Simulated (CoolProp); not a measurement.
R1234ze(E) along the isotherm 246.5 K: fugacity coefficient from the reference equation and from simpler models built on Tc = 382.5 K, pc = 3635 kPa, ω = 0.313; each cubic takes its own stable root.

Model: reference Helmholtz-energy equation of state, Thol 2016, in CoolProp.

| p (kPa) | phase | reference |
|---|---|---|
| 5.75 | gas | 0.9975 |
| 11.8 | gas | 0.9948 |
| 24.2 | gas | 0.9894 |
| 49.8 | gas | 0.9781 |
| 102 | liquid | 0.6812 |
| 210 | liquid | 0.3324 |
| 431 | liquid | 0.1635 |
| 885 | liquid | 0.08116 |
| 1820 | liquid | 0.04105 |

Q: How far does each simpler model (van der Waals, Soave-Redlich-Kwong, Peng-Robinson) lie from the reference over these 9 states: mean and median of the absolute difference, and the worst?

A: 
- van der Waals: mean 189.8 %, median 43.4 %, worst +520.2 % at 246.5 K and 1820 kPa
- Soave-Redlich-Kwong: mean 0.2 %, median 0.2 %, worst +0.5 % at 246.5 K and 1820 kPa
- Peng-Robinson: mean 0.4 %, median 0.4 %, worst +0.6 % at 246.5 K and 102 kPa

At some of these states van der Waals gives the other phase, because its saturation line lies elsewhere.
